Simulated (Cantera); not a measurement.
# Low-pressure radical oxidation in H2/O2

An isothermal, constant-pressure homogeneous reactor starts with 12.3 % H₂, 87.7 % O₂, at 900 K and 7.50 Torr.

Computed with Cantera and GRI-Mech 3.0 (53 species, 325 reactions). Radical loss at walls, strong at low pressure, is not modelled. Below about 950 K walls govern HO2 and H2O2 in real vessels. The temperature is held fixed by assumption; the heat of reaction is taken as removed at once.

| t (s) | x H₂ | x O₂ | x O | x H | x H₂O |
|---|---|---|---|---|---|
| 5.00e-6 | 0.123 | 0.877 | <1e-12 | <1e-12 | <1e-12 |
| 1.79e-5 | 0.123 | 0.877 | <1e-12 | <1e-12 | <1e-12 |
| 6.42e-5 | 0.123 | 0.877 | <1e-12 | 2.27e-12 | <1e-12 |
| 0.000230 | 0.123 | 0.877 | 1.90e-12 | 8.03e-12 | 1.41e-12 |
| 0.000823 | 0.123 | 0.877 | 2.31e-11 | 4.40e-11 | 3.75e-11 |
| 0.00295 | 0.123 | 0.877 | 1.75e-9 | 2.74e-9 | 4.49e-9 |
| 0.0106 | 0.115 | 0.873 | 0.00194 | 0.00341 | 0.00566 |
| 0.0379 | 0.00134 | 0.866 | 0.00276 | 0.00147 | 0.128 |
| 0.136 | 0.000104 | 0.869 | 0.000144 | 1.14e-5 | 0.131 |
| 0.486 | 1.09e-5 | 0.869 | 1.30e-5 | 3.12e-7 | 0.131 |
| 1.74 | 8.33e-7 | 0.869 | 1.56e-6 | 1.31e-8 | 0.131 |
| 6.23 | 4.84e-8 | 0.869 | 2.49e-7 | 8.14e-10 | 0.131 |
| 22.3 | 5.53e-9 | 0.869 | 5.17e-8 | 7.63e-11 | 0.131 |
| 80.0 | 1.15e-9 | 0.869 | 1.24e-8 | 8.91e-12 | 0.131 |
x: mole fraction; the columns are a selection and need not sum to one.

Equilibrium at this temperature and pressure: H₂ 4.52e-12, O₂ 0.869, O 5.05e-11, H <1e-12, H₂O 0.131 (gas phase only).
